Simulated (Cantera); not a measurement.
Input (Python, Cantera) and output of one run.

```python
import numpy as np
import cantera as ct

gas_names = """
    C CO CO2 C2 C2O C3 C3O2 C4 C5 O O2 O3 Pb PbO Pb2
""".split()
cond_names = """
    C(gr) Pb(cr) Pb(L) PbO(rd) PbO(yw) PbO(L) PbO2(s) Pb3O4(s)
""".split()


# ... load() reads the species with a 1 bar reference pressure and builds the phases ...
atoms = {
    'PbO': {'Pb': 1, 'O': 1},
    'C': {'C': 1},
    'CO': {'C': 1, 'O': 1},
}
top_T = {'C(gr)': 4500, 'Pb3O4(s)': 820}  # K; cautious upper limits of use, not melting points


# ... equilibrate(T, P, feed) seeds the gas with the atoms and calls Mixture.equilibrate('TP', solver="vcs", rtol=1e-11, max_steps=5000) ...
results = []
feed = {'PbO': 1, 'C': 0.56, 'CO': 0.082}  # mol
T = 2000  # K
P = 13332.2  # Pa
mix = equilibrate(T, P, feed)
results.append((T, P, feed, dict(zip(mix.species_names, mix.species_moles))))
x = sorted(zip(gas.X, gas.species_names), reverse=True)
print(f"T = {T:g} K  P = {P:g} Pa  gas = {mix.phase_moles(0):.4g} mol")
print("   x: " + "  ".join(f"{s} {v:.3e}" for v, s in x if v > 1e-05))
print("   condensed (mol): " + ("  ".join(f"{mix.phase(i).name} {mix.phase_moles(i):.4g}"
      for i in range(1, mix.n_phases) if mix.phase_moles(i) > 1e-12) or "none"))
```

Result:

```
T = 2000 K  P = 13332.2 Pa  gas = 1.642 mol
   x: Pb 5.877e-01  CO2 2.469e-01  CO 1.441e-01  PbO 2.097e-02  Pb2 2.240e-04  O2 3.852e-05  O 1.137e-05
   condensed (mol): none
```

Cantera equilibrium calculation (NASA polynomials, part measured and part estimated; ideal gas, pure solids and liquids). Gases not in the tables: (PbO)n polymers.
